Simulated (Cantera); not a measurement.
Ignition delay

Mixture: 10.9 % CH₄, 1.42 % C₂H₆, 0.841 % C₃H₈, 18.2 % O₂, 68.6 % N₂, at 0.560 bar, adiabatic and at constant volume. Ignition delay is the time to a rise of 400 K.

Cantera simulation using GRI-Mech 3.0 (53 species, 325 reactions); the numbers are that mechanism's predictions, not measurements.

```json
[
 {"T0 (K)": "1400", "delay (ms)": "0.551"},
 {"T0 (K)": "1475", "delay (ms)": "0.271"},
 {"T0 (K)": "1550", "delay (ms)": "0.148"},
 {"T0 (K)": "1625", "delay (ms)": "0.0888"},
 {"T0 (K)": "1700", "delay (ms)": "0.0576"}
]
```

```json
{
  "apparent activation energy between 1550 and 1700 K": "140 kJ/mol"
}
```
